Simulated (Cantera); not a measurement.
Feed: 1 mol CH3SiH3, 0.14 mol C2H4, 65 mol H2, held at 1.00 bar.

These are equilibrium values from Cantera (NASA tables, ideal gas, pure condensed phases), not measurements of a reactor. Candidate condensed phases: C, C6H6, C7H8, C8H18, Si, SiC; 87 gas species. The feed counts by its element totals alone. The numbers say what is thermodynamically allowed, not how fast it happens.

Q: Which condensed phases are stable at each of these points (T (K)): 925, 1000, 1075, 1150, 1225, 1300, 1375, 1450, 1525, 1600, 1675, 1750, 1825?

A: 
```tsv
T (K)	condensed phases	Si condensed (%)
925	SiC(s)	100.0
1000	SiC(s)	100.0
1075	SiC(s)	100.0
1150	SiC(s)	100.0
1225	SiC(s)	100.0
1300	SiC(s)	100.0
1375	SiC(s)	100.0
1450	C(graphite) + SiC(s)	100.0
1525	C(graphite) + SiC(s)	100.0
1600	C(graphite) + SiC(s)	100.0
1675	C(graphite) + SiC(s)	100.0
1750	C(graphite) + SiC(s)	100.0
1825	C(graphite) + SiC(s)	100.0
```

From 925 K to 1375 K the condensed part is SiC(s). From 1450 K to 1825 K the condensed part is C(graphite) + SiC(s).
